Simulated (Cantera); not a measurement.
Input (Python, Cantera) and output of one run.

```python
import numpy as np
import cantera as ct

gas_names = [...]  # 114 gases of nasa_gas.yaml made of C, Fe, H, O
cond_names = """
    C(gr) C6H6(L) C7H8(L) C8H18(L),n-octa Fe(a) Fe(c) Fe(d) Fe(L) FeC5O5(L) FeO(s) FeO(L) Fe(OH)2(s)
    Fe(OH)3(s) Fe2O3(s) Fe3O4(s) H2O(s) H2O(L)
""".split()


# ... load() reads the species with a 1 bar reference pressure and builds the phases ...
atoms = {
    'Fe': {'Fe': 1},
    'CO2': {'C': 1, 'O': 2},
    'H2': {'H': 2},
}
top_T = {'C(gr)': 4500, 'Fe2O3(s)': 1830, 'Fe3O4(s)': 1870}  # K; cautious upper limits of use, not melting points


# ... equilibrate(T, P, feed) seeds the gas with the atoms and calls Mixture.equilibrate('TP', solver="vcs", rtol=1e-11, max_steps=5000) ...
results = []
T = 1623  # K
P = 21000  # Pa
for m in [0.014, 0.039, 0.11, 0.31, 0.87, 2.5, 6.9, 20]:
    feed = {'Fe': 1, 'CO2': m, 'H2': 4.3}  # mol
    mix = equilibrate(T, P, feed)
    results.append((T, P, feed, dict(zip(mix.species_names, mix.species_moles))))

top = {s: max(r[3][s] / sum(r[3][g] for g in gas_names) for r in results) for s in gas_names}
cols = sorted((s for s in top if top[s] > 0.0001), key=lambda s: -top[s])[:9]
seen = [c for c in cond_names if any(r[3].get(c, 0) > 1e-12 for r in results)]
print("log10 of partial pressures in bar; condensed amounts in mol")
print(f"{'n(CO2)':>10s}" + "".join(f"{s[:9]:>10s}" for s in cols + seen))
for T, P, feed, n in results:
    ng = sum(n[g] for g in gas_names)
    print(f"{feed['CO2']:10.4g}" + "".join(f"{np.log10(max(n[s] / ng * P / 1e5, 1e-99)):10.3f}" for s in cols)
          + "".join(f"{n.get(c, 0):10.4g}" for c in seen))
```

Result:

```
log10 of partial pressures in bar; condensed amounts in mol
    n(CO2)        H2       CO2        CO       H2O         H     Fe(c)    FeO(s)
     0.014    -0.681    -6.145    -3.167    -3.167    -4.501         1         0
     0.039    -0.686    -5.257    -2.725    -2.725    -4.503         1         0
      0.11    -0.700    -4.360    -2.284    -2.284    -4.510         1         0
      0.31    -0.740    -3.473    -1.861    -1.861    -4.530         1         0
      0.87    -0.848    -2.609    -1.483    -1.483    -4.585    0.9999         0
       2.5    -1.043    -1.996    -1.173    -1.374    -4.682    0.1944    0.8055
       6.9    -1.608    -1.262    -1.127    -1.252    -4.964         0    0.9998
        20    -2.454    -0.884    -1.374    -1.473    -5.388         0    0.9998
```

Cantera equilibrium calculation (NASA polynomials, part measured and part estimated; ideal gas, pure solids and liquids). Mutual solubility and eutectic melting of coexisting phases are not modelled. The tables' stoichiometric FeO is somewhat more stable than real wüstite, so its field is too wide. FeO: taken at fixed stoichiometry.
